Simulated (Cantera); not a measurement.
Mixture: 5.01 % CH₄, 17.0 % O₂, 63.6 % N₂, 13.5 % H₂O, 0.901 % CO₂, at 1.40 bar, adiabatic and at constant volume. Ignition delay is the time to a rise of 400 K.

Computed with Cantera and GRI-Mech 3.0 (53 species, 325 reactions).

Q: Predict: delay at 1125 K; delay at 1275 K; delay at 1425 K; delay at 1575 K; delay at 1725 K; apparent activation energy between 1650 and 1800 K.

A: 
```json
{
  "delay at 1125 K": "90.7 ms",
  "delay at 1275 K": "12.2 ms",
  "delay at 1425 K": "2.07 ms",
  "delay at 1575 K": "0.447 ms",
  "delay at 1725 K": "0.129 ms",
  "apparent activation energy between 1650 and 1800 K": "180 kJ/mol"
}
```
